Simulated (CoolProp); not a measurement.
Methane at 298.15 K and 1.68 MPa is compressed adiabatically to 11.5 MPa with isentropic efficiency 0.75. Each further row changes one setting.

Computed with CoolProp (reference Helmholtz-energy equation of state, Setzmann 1991).

```
case             work (kJ/kg)  final temperature (K)  final density (kg/m³)
---------------  ------------  ---------------------  ---------------------
as stated                 487                  498.1                   44.1
efficiency 1              [?]                    [?]                    [?]
efficiency 0.65           562                    [?]                   41.9
```

### Question
Some entries are withheld; supply them.

### Answer

- efficiency 1, work (kJ/kg): 365
- efficiency 1, final temperature (K): 457.7
- efficiency 1, final density (kg/m³): 48.6
- efficiency 0.65, final temperature (K): 522.2
